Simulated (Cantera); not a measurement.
An isothermal plug-flow reactor at 623 K and 600 Torr (inlet), inlet velocity 2.3 m/s, active area per volume 1800 1/m; feed 0.409 % CO, 2.65 % O₂, 95.1 % N₂, 1.81 % H₂O, equivalence ratio 0.077.

Detailed kinetics in Cantera: Deutschmann's 1995 Pt surface mechanism with GRI-Mech 3.0 gas chemistry. Catalytic surfaces can have several steady states; this one follows from the mechanism file's or the stated starting coverage. Mass transfer to the wall is taken as infinitely fast.

One state of this run: x CO = 0.00391; x O₂ = 0.0264; x H₂O = 0.0181; x CO₂ = 0.000180; θ free Pt = 0.0272; θ O* = 0.0132; θ OH* = 0.000801; θ CO* = 0.959. x: gas mole fraction; θ: surface coverage.

Problem. Which value of z (m) does it belong to?
A. 0.0068
B. 0.012
C. 0.00068
D. 0.0038

Solution. C, 0.00068
